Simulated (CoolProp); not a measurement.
Saturation properties of dodecamethylpentasiloxane (MD3M) (Tc = 628.0 K, pc = 9.540 bar, ω = 0.730).

Model: reference Helmholtz-energy equation of state, Thol 2019, in CoolProp.

| T (K) | p (bar) | vapour density (kg/m³) | enthalpy of vaporisation (kJ/kg) | liquid cp (kJ/(kg K)) | surface tension (mN/m) |
|---|---|---|---|---|---|
| 500.6 | 0.9580 | 9.883 | 111.3 | 2.153 | 5.39 |
| 504.6 | 1.051 | 10.84 | 109.8 | 2.163 | 5.18 |
| 508.6 | 1.150 | 11.87 | 108.3 | 2.172 | 4.97 |
| 512.6 | 1.257 | 12.98 | 106.7 | 2.182 | 4.76 |
| 516.7 | 1.374 | 14.21 | 105.1 | 2.192 | 4.55 |
| 520.7 | 1.496 | 15.50 | 103.5 | 2.202 | 4.35 |
| 524.7 | 1.626 | 16.90 | 101.8 | 2.212 | 4.15 |
| 528.8 | 1.769 | 18.45 | 100.1 | 2.223 | 3.94 |
| 532.8 | 1.918 | 20.08 | 98.35 | 2.234 | 3.74 |
| 536.8 | 2.076 | 21.83 | 96.59 | 2.245 | 3.55 |
| 540.8 | 2.244 | 23.72 | 94.78 | 2.257 | 3.36 |
| 544.9 | 2.427 | 25.82 | 92.88 | 2.269 | 3.16 |
| 548.9 | 2.616 | 28.03 | 90.97 | 2.281 | 2.97 |
| 552.9 | 2.817 | 30.42 | 89.01 | 2.294 | 2.78 |
| 557 | 3.035 | 33.08 | 86.93 | 2.308 | 2.60 |

It boils at 503.0 K under 1 atm.

Surface tension comes from a separate correlation (Mulero 2014), older than this fluid's equation and unchecked against measurements.
